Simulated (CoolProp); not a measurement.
Vapour pressure (kPa) of n-heptane: the reference equation beside estimates from Tc = 541.2 K, pc = 2774 kPa, ω = 0.349.

The numbers come from the reference Helmholtz-energy equation of state, Span 2003 in CoolProp. It is a short technical equation, of lower accuracy than the large ones.

```json
[
 {"T (K)": "383.2", "reference": "141.0", "Lee-Kesler": "140.3", "Soave-Redlich-Kwong": "140.1", "Peng-Robinson": "139.8"},
 {"T (K)": "394.7", "reference": "191.0", "Lee-Kesler": "190.7", "Soave-Redlich-Kwong": "190.5", "Peng-Robinson": "189.4"},
 {"T (K)": "406.2", "reference": "253.7", "Lee-Kesler": "253.8", "Soave-Redlich-Kwong": "254.0", "Peng-Robinson": "251.7"},
 {"T (K)": "417.7", "reference": "331.1", "Lee-Kesler": "331.8", "Soave-Redlich-Kwong": "332.4", "Peng-Robinson": "328.8"},
 {"T (K)": "429.2", "reference": "425.2", "Lee-Kesler": "426.5", "Soave-Redlich-Kwong": "428.2", "Peng-Robinson": "422.9"},
 {"T (K)": "440.7", "reference": "538.2", "Lee-Kesler": "540.0", "Soave-Redlich-Kwong": "543.5", "Peng-Robinson": "536.3"},
 {"T (K)": "452.3", "reference": "673.8", "Lee-Kesler": "676.0", "Soave-Redlich-Kwong": "682.0", "Peng-Robinson": "672.8"},
 {"T (K)": "463.8", "reference": "832.2", "Lee-Kesler": "834.6", "Soave-Redlich-Kwong": "843.9", "Peng-Robinson": "832.6"},
 {"T (K)": "475.3", "reference": "1017", "Lee-Kesler": "1020", "Soave-Redlich-Kwong": "1033", "Peng-Robinson": "1020"},
 {"T (K)": "486.8", "reference": "1232", "Lee-Kesler": "1234", "Soave-Redlich-Kwong": "1251", "Peng-Robinson": "1237"},
 {"T (K)": "498.3", "reference": "1479", "Lee-Kesler": "1481", "Soave-Redlich-Kwong": "1502", "Peng-Robinson": "1487"},
 {"T (K)": "509.8", "reference": "1764", "Lee-Kesler": "1765", "Soave-Redlich-Kwong": "1788", "Peng-Robinson": "1774"}
]
```

Absolute difference from the reference over all 12 rows, mean and median: Lee-Kesler 0.2 and 0.2 %, Soave-Redlich-Kwong 1.0 and 1.1 %, Peng-Robinson 0.5 and 0.5 %.
